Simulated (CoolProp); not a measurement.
A Linde-Hampson liquefier for nitrogen: isothermal reversible compression at 230 K from 1 atm to 5 MPa, throttling to 1 atm, return gas leaving the recuperator 10 K below the feed. Each further row changes one setting.

The numbers come from the reference Helmholtz-energy equation of state, Span 2000 in CoolProp.

```csv
case,liquid yield per pass,compression work (kJ/kg of gas)
as stated,___,262
high pressure 10 MPa,___,307
warm-end temperature 260 K,0.010,___
warm-end gap 15 K,0.008,262
```

Complete the blanks.


- as stated, liquid yield per pass: 0.022
- high pressure 10 MPa, liquid yield per pass: 0.071
- warm-end temperature 260 K, compression work (kJ/kg of gas): 299
